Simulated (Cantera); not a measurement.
Ammonia decomposition in nitride growth gas

A perfectly stirred reactor is fed with NH₃ : H₂ = 1 : 0.12 (molar parts), at 1330 Pa; it is held at 1973 K, and followed from long to short residence time.

Model: the gas-phase N/H chemistry of the illustrative SiF4/NH3 mechanism in the Surface Chemkin manual (1991), integrated in Cantera. Walls and surfaces, which speed up NH3 decomposition in real reactors, are not modelled.

```tsv
τ (s)	x NH₃	x H₂	x H	x NH₂	x N₂H₂	x N₂H₄	x N
2.9	0.266	0.568	0.000445	0.000598	2.35e-6	2.76e-9	1.26e-6
0.53	0.613	0.312	0.000191	0.00107	7.47e-6	8.92e-9	1.03e-6
0.096	0.827	0.155	8.76e-5	0.00133	1.14e-5	1.36e-8	6.68e-7
0.017	0.882	0.114	5.58e-5	0.00122	9.18e-6	1.14e-8	3.95e-7
0.0032	0.892	0.108	2.31e-5	0.000541	1.42e-6	2.26e-9	5.34e-8
0.00058	0.893	0.107	4.65e-6	0.000104	3.47e-8	8.20e-11	4.75e-10
0.00011	0.893	0.107	1.13e-6	1.95e-5	7.39e-10	2.74e-12	1.83e-12
```
x: mole fraction; the columns are a selection and need not sum to one.
